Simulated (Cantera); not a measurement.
Charge: 1 mol SiF4, 6.8 mol NO, 8.5 mol H2, 5.6 mol N2O, at 1748 K and 0.00310 bar.

Equilibrium computed with Cantera from the NASA thermochemical tables; the gas is ideal and each condensed phase is pure. Candidate condensed phases: H2O, Si, SiO2, Si2N2O, Si3N4; 58 gas species. The tables hold silica as quartz up to 1696 K and as liquid above; real silica turns to tridymite and cristobalite and melts near 1996 K. Equilibrium is a limit: real reactors are often held back by kinetics, nucleation or transport.

Base state: N2 0.418, H2O 0.301, HF 0.186, O2 0.0893, OH 0.00296, NO 0.00165, H2 0.000591, O 0.000394 (mole fractions); condensed: SiO2(condensed).

Task: What changes in the equilibrium state with this change: NO from 6.8 to 0.62 mol?

Result: 
| species | before | after |
|---|---|---|
| N2 | 0.418 | 0.360 |
| H2O | 0.301 | 0.257 |
| HF | 0.186 | 0.244 |
| H2 | 0.000591 | 0.138 |
| O2 | 0.0893 | 1.20e-6 |
| SiO | 4.88e-7 | 0.000134 |
| NO | 0.00165 | 5.59e-6 |
| O | 0.000394 | 1.44e-6 |
| OH | 0.00296 | 0.000166 |
| H | 9.97e-5 | 0.00152 |
| SiO2(condensed), mol | 1.000 | 0.998 |
